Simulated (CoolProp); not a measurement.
Vapour-liquid equilibrium of CH2F2 (R32) (1) + fluoroethane (R161) (2) at 185.8 K; x and y are mole fractions of (1).

Computed with CoolProp (multi-fluid Helmholtz-energy mixture model, Tillner-Roth 1997 and Wu 2012; pair parameters Bell 2016).

**Question.** Give the bubble pressure and the first vapour's composition at x = 0.05, 0.5, 0.65. Is there an azeotrope?

**Answer.** x = 0.05: 0.005491 MPa, y = 0.139; x = 0.5: 0.008596 MPa, y = 0.681; x = 0.65: 0.009342 MPa, y = 0.783. No azeotrope shows between x = 0.05 and 0.95.

The pair parameters rest on a limited set of measurements; away from them the model extrapolates.
